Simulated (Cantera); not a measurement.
A closed system holds: 1 mol MgSO4, 3.9 mol CO2, 0.86 mol O2, at 7.50 Torr.

Method: chemical equilibrium by Gibbs-energy minimisation in Cantera with the NASA 1993 tables (ideal gas, pure condensed phases). Candidate condensed phases: C, Mg, MgCO3, MgO, MgS, MgSO4, S; 26 gas species. Equilibrium is a limit: real reactors are often held back by kinetics, nucleation or transport. All values below are at 1625 °C.

Base state: CO2 0.613, O2 0.219, SO2 0.159, CO 0.00705, O 0.00137, SO 0.000190, SO3 5.65e-5 (mole fractions); condensed: MgO(s).

Problem. What changes in the equilibrium state with this change: 0.72 mol H2 added?

Solution. 
```tsv
species	before	after
CO2	0.613	0.578
O2	0.219	0.153
SO2	0.159	0.150
H2O	0	0.106
OH	0	0.00364
H2	0	0.000347
H	0	0.000146
SO3	5.65e-5	4.46e-5
O	0.00137	0.00115
MgO(s), mol	1.000	1.000
```
Further candidate phases: C6H6, C7H8, C8H18, H2O, H2SO4, Mg(OH)2.

Problem. What changes in the equilibrium state with this change: pressure from 7.50 Torr to 29.3 Torr?

Solution. 
```
species        before     after
-----------  --------  --------
CO2             0.613     0.618
O2              0.219     0.218
SO2             0.159     0.159
CO            0.00705   0.00361
O             0.00137  0.000694
SO3           5.65e-5  0.000112
SO           0.000190   9.67e-5
MgO(s), mol     1.000     1.000
```
